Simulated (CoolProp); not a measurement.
A Linde-Hampson liquefier for dry air: isothermal reversible compression at 290 K from 1 atm to 30 MPa, throttling to 1 atm, return gas leaving the recuperator 5 K below the feed. Each further row changes one setting.

Values from CoolProp's reference Helmholtz-energy equation of state, Lemmon 2000. It is a pseudo-pure fit of the blend.

```tsv
case	liquid yield per pass	compression work (kJ/kg of gas)
as stated	0.098	473
high pressure 60 MPa	[?]	[?]
warm-end temperature 320 K	0.071	526
warm-end gap 10 K	[?]	473
```

Task: Fill in the missing entries.

Result: 
- high pressure 60 MPa, liquid yield per pass: 0.097
- high pressure 60 MPa, compression work (kJ/kg of gas): 545
- warm-end gap 10 K, liquid yield per pass: 0.087
